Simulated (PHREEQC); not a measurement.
# Copper plating or etch bath

Dissolve 19 mmol/kgw Cu(NO3)2 and 38 mmol/kgw Na2SO4 at 25 °C. Closed to the air; pH follows from the charge balance.

Model: ion-association model, wateq4f.dat, run in PHREEQC.

```
Item                   Result
--------------  -------------
pH                       4.88
ionic strength  0.134 mol/kgw
```

```
species  molality  activity   log γ
-------  --------  --------  ------
Na+        0.0727    0.0556  -0.116
NO3-       0.0380    0.0277  -0.137
SO4-2      0.0271   0.00914  -0.472
Cu+2       0.0114   0.00419  -0.434
CuSO4     0.00759   0.00783   0.013
NaSO4-    0.00331   0.00255  -0.113
H+        1.61e-5   1.31e-5  -0.090
```

This is a speciation only: nothing precipitates in the calculation. Saturation is exceeded, for instance for Antlerite, Brochantite; the values hold only as long as no solid forms.
